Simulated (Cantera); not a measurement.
Equilibrium for chlorosilane synthesis and conversion: Si + Cl2 + H2

Input: 1 mol Si, 0.57 mol Cl2, 5.7 mol H2, held at 1.00 bar.

These are equilibrium values from Cantera (NASA tables, ideal gas, pure condensed phases), not measurements of a reactor. Candidate condensed phases: Si; 19 gas species. The tables' values for SiCl3 are old estimates; treat these amounts as uncertain. Equilibrium is a limit: real reactors are often held back by kinetics, nucleation or transport.

| T (°C) | log p H2 | log p HCl | log p SiCl4 | log p SiHCl3 | log p SiCl2 | n Si(s) |
|---|---|---|---|---|---|---|
| 752 | -0.03 | -1.98 | -1.56 | -1.67 | -3.68 | 0.692 |
| 802 | -0.03 | -1.82 | -1.57 | -1.69 | -3.32 | 0.699 |
| 852 | -0.03 | -1.67 | -1.60 | -1.71 | -2.99 | 0.707 |
| 902 | -0.03 | -1.55 | -1.63 | -1.75 | -2.70 | 0.716 |
| 952 | -0.04 | -1.43 | -1.68 | -1.79 | -2.44 | 0.725 |
| 1002 | -0.04 | -1.33 | -1.75 | -1.85 | -2.21 | 0.734 |
| 1052 | -0.05 | -1.25 | -1.84 | -1.92 | -2.02 | 0.741 |
| 1102 | -0.05 | -1.18 | -1.96 | -2.02 | -1.86 | 0.745 |
log p: log10 of the partial pressure in bar; n: condensed amount in mol.

From 752 °C to 1102 °C the condensed part is Si(s). The main Si-bearing gas is SiCl4 at 752 °C and SiCl2 at 1102 °C. The share of Si in condensed phases is highest at 1102 °C (74.5 %) and lowest at 752 °C (69.2 %).
